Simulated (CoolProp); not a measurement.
Saturated liquid density (kg/m³) of ethylene: the reference equation beside estimates from Tc = 282.4 K, pc = 50.42 bar, ω = 0.087. Rackett uses Z = 0.29056 − 0.08775 ω.

Values from CoolProp's reference Helmholtz-energy equation of state, Smukala 2000.

| T (K) | reference | Rackett | van der Waals | Redlich-Kwong | Soave-Redlich-Kwong | Peng-Robinson |
|---|---|---|---|---|---|---|
| 212.8 | 499.6 | 496.2 | 326.9 | 468.2 | 472.6 | 535.7 |
| 215.3 | … | 491.8 | 323.9 | 462.9 | 467.4 | 529.9 |
| 217.8 | 490.7 | 487.4 | 320.9 | 457.4 | 462.0 | 523.9 |
| 220.3 | 486.1 | 482.9 | 317.7 | 451.8 | 456.5 | 517.7 |
| 222.8 | 481.4 | 478.3 | 314.5 | 446.0 | 450.9 | 511.4 |
| 225.3 | 476.7 | 473.6 | 311.3 | 440.2 | 445.2 | 504.9 |
| 227.9 | 471.6 | 468.6 | 307.8 | 433.9 | 439.0 | 497.9 |
| 230.4 | 466.6 | 463.7 | 304.4 | 427.7 | 433.0 | 491.0 |
| 232.9 | 461.4 | 458.7 | 300.9 | 421.4 | 426.7 | 483.8 |
| 235.4 | 456.2 | 453.5 | 297.3 | 414.9 | 420.3 | 476.5 |
| 237.9 | 450.8 | 448.2 | 293.5 | 408.2 | … | 468.9 |
| 240.4 | 445.2 | 442.8 | 289.7 | 401.3 | 406.8 | … |
| 242.9 | … | 437.2 | 285.8 | 394.2 | 399.7 | 452.9 |
| 245.4 | 433.5 | 431.4 | 281.7 | 386.9 | 392.4 | 444.4 |
| 247.9 | 427.4 | 425.4 | 277.5 | 379.3 | 384.8 | 435.6 |

Question: What belongs in the gaps?

Answer: 
- 215.3, reference: 495.2
- 237.9, Soave-Redlich-Kwong: 413.6
- 240.4, Peng-Robinson: 461.0
- 242.9, reference: 439.5

Absolute difference from the reference over all 15 rows, mean and median: Rackett 0.6 and 0.6 %, van der Waals 34.8 and 34.8 %, Redlich-Kwong 8.5 and 8.3 %, Soave-Redlich-Kwong 7.4 and 7.2 %, Peng-Robinson 5.0 and 5.2 %.
